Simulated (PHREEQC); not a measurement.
Solution (40 °C): 1.8 mmol/kgw CuSO4, 0.84 mmol/kgw HBF4 and 63 mmol/kgw Na2SO4. Closed to the air; pH follows from the charge balance.

Computed with PHREEQC (ion-association model, wateq4f.dat).

No solid was allowed to form.

**Question.** Order these B species by the share of B that they hold, largest first: H3BO3, BF2(OH)2-, BF3OH-, BF4-.

**Answer.** H3BO3 (87 %), BF4- (5.9 %), BF2(OH)2- (4.9 %), BF3OH- (2.5 %)

The pH is 3.33 and the ionic strength 0.172 mol/kgw. Constants without temperature data keep their 25 °C values here. Real BF4- forms and hydrolyses slowly; the run takes it at equilibrium.
